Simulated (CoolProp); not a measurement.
Model: reference Helmholtz-energy equation of state, Platzer 1990, in CoolProp. This equation is an older, rougher fit.

Problem. For R21, give the phase and the cp (kJ/(kg K)), speed of sound (m/s) at 462.4 K and 92 kPa; 462.4 K and 388 kPa; 462.4 K and 1640 kPa.

Solution. 
- 462.4 K and 92 kPa: gas; cp 0.731, speed of sound 204
- 462.4 K and 388 kPa: gas; cp 0.744, speed of sound 201
- 462.4 K and 1640 kPa: gas; cp 0.812, speed of sound 189
